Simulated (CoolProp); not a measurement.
CH2F2 (R32) at several states: density (kg/m³) from the reference equation and from simpler models built on Tc = 78.1 °C, pc = 5.783 MPa, ω = 0.277; each cubic takes its own stable root.

Computed with CoolProp (reference Helmholtz-energy equation of state, Tillner-Roth 1997).

```json
[
 {"T (°C)": "151.35", "p (MPa)": "0.653", "phase": "gas", "reference": "9.843"},
 {"T (°C)": "50.75", "p (MPa)": "0.0318", "phase": "gas", "reference": "0.6161"},
 {"T (°C)": "125.85", "p (MPa)": "9.71", "phase": "supercritical", "reference": "293.8"},
 {"T (°C)": "14.35", "p (MPa)": "21.9", "phase": "liquid", "reference": "1079"}
]
```

Question: How far does each simpler model (Soave-Redlich-Kwong, Peng-Robinson) lie from the reference over these 4 states: mean and median of the absolute difference, and the worst?

Answer: 
- Soave-Redlich-Kwong: mean 8.5 %, median 6.4 %, worst -21.1 % at 14.35 °C and 21.9 MPa
- Peng-Robinson: mean 4.7 %, median 3.7 %, worst -11.2 % at 14.35 °C and 21.9 MPa
